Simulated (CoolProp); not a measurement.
Computed with CoolProp (reference Helmholtz-energy equation of state, Zhou 2014).

Task: For cyclohexane, give the phase and the Z, cp (kJ/(kg K)), expansivity (1/kK), fugacity coefficient at 339.4 K and 0.45 MPa; 397 K and 0.45 MPa; 416.2 K and 0.45 MPa.

Result: 
- 339.4 K and 0.45 MPa: liquid; Z 0.0183, cp 2.06, expansivity 1.35, fugacity coefficient 0.141
- 397 K and 0.45 MPa: liquid; Z 0.0170, cp 2.35, expansivity 1.66, fugacity coefficient 0.650
- 416.2 K and 0.45 MPa: gas; Z 0.896, cp 1.97, expansivity 3.46, fugacity coefficient 0.906
